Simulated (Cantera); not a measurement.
A Cantera script and its output.

```python
import numpy as np
import cantera as ct

gas = ct.Solution("gri30.yaml")
gas.TPX = 1648, 890000, {'C3H8': 1, 'O2': 8.47, 'N2': 31.9}
reactor = ct.IdealGasReactor(gas, energy="on", clone=False)
net = ct.ReactorNet([reactor])
net.rtol, net.atol = 1e-08, 1e-16
show = ['C3H8', 'O2', 'OH', 'C2H6', 'CO']
times = np.geomspace(3e-06, 0.2, 11)

steps = ct.SolutionArray(gas, extra=["t"])
rows = []
print(f"{'t/s':>10s}{'T/K':>9s}{'P/Pa':>11s}" + "".join(f"{s:>11s}" for s in show))
for t in times:
    while net.time < t:
        t_next = net.step()
        steps.append(gas.state, t=t_next)
    rows.append([np.interp(t, steps.t, y) for y in (steps.T, steps.P, *steps(*show).X.T)])
    print(f"{t:10.3e}{rows[-1][0]:9.1f}{rows[-1][1]:11.4g}" + "".join(f"{x:11.3e}" for x in rows[-1][2:]))
rate = np.gradient(steps.T, steps.t)
print("integrator steps:", len(steps.t))
if steps.T.max() > steps.T[0] + 200:
    print(f"time of steepest temperature rise: {steps.t[rate.argmax()]:.4e} s")
gas.TPX = 1648, 890000, {'C3H8': 1, 'O2': 8.47, 'N2': 31.9}
gas.equilibrate("UV")
print(f"equilibrium (UV): T = {gas.T:.1f} K  " + "  ".join(f"{s} {gas[s].X[0]:.3e}" for s in show))
```

Result:

```
       t/s      T/K       P/Pa       C3H8         O2         OH       C2H6         CO
 3.000e-06   1660.9  9.081e+05  1.377e-02  1.964e-01  1.525e-04  1.219e-03  1.755e-03
 9.110e-06   2876.5  1.622e+06  1.205e-41  8.223e-02  1.681e-02  1.861e-28  1.614e-02
 2.766e-05   2922.5  1.642e+06  7.043e-44  7.968e-02  1.579e-02  3.072e-30  1.251e-02
 8.400e-05   2910.4  1.634e+06  6.295e-44  7.628e-02  1.525e-02  2.842e-30  1.228e-02
 2.551e-04   2894.7  1.625e+06  5.422e-44  7.190e-02  1.455e-02  2.560e-30  1.199e-02
 7.746e-04   2889.4  1.621e+06  5.156e-44  7.045e-02  1.432e-02  2.471e-30  1.189e-02
 2.352e-03   2889.3  1.621e+06  5.152e-44  7.042e-02  1.431e-02  2.470e-30  1.189e-02
 7.143e-03   2889.3  1.621e+06  5.152e-44  7.042e-02  1.431e-02  2.470e-30  1.189e-02
 2.169e-02   2889.3  1.621e+06  5.152e-44  7.042e-02  1.431e-02  2.470e-30  1.189e-02
 6.586e-02   2889.3  1.621e+06  5.152e-44  7.042e-02  1.431e-02  2.470e-30  1.189e-02
 2.000e-01   2889.3  1.621e+06  5.152e-44  7.042e-02  1.431e-02  2.470e-30  1.189e-02
integrator steps: 1628
time of steepest temperature rise: 5.3758e-06 s
equilibrium (UV): T = 2889.3 K  C3H8 1.017e-43  O2 7.042e-02  OH 1.431e-02  C2H6 4.586e-30  CO 1.189e-02
```

Detailed kinetics in Cantera: GRI-Mech 3.0 (53 species, 325 reactions). GRI-Mech 3.0 was tuned for natural gas; its chemistry of propane as a main component is partial and can be far from experiment.
